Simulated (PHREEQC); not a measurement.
Synthetic water in mg/L, 80 °C, pH 7.31, pe 11.6:

```
constituent               mg/L
-----------------------  -----
Na                        5.57
K                         12.1
Ca                        3.67
Mg                        6.98
Cl                        5.77
S(6) as SO4               46.3
Alkalinity as HCO3        10.2
O(0) (dissolved oxygen)  0.141
B                        0.017
```

Valence states are taken as typed.

Computed with PHREEQC (ion-association model, phreeqc.dat).

Task: The ionic strength comes out as 0.00193 mol/kgw. What activity coefficients do Ca+2, Cl-, OH-, K+, KSO4- get?

Result: Ca+2 0.81, Cl- 0.95, OH- 0.95, K+ 0.95, KSO4- 0.95.

No solid was allowed to form. Away from 25 °C the constants follow the database's enthalpies or fits; those with neither stay at their 25 °C values.
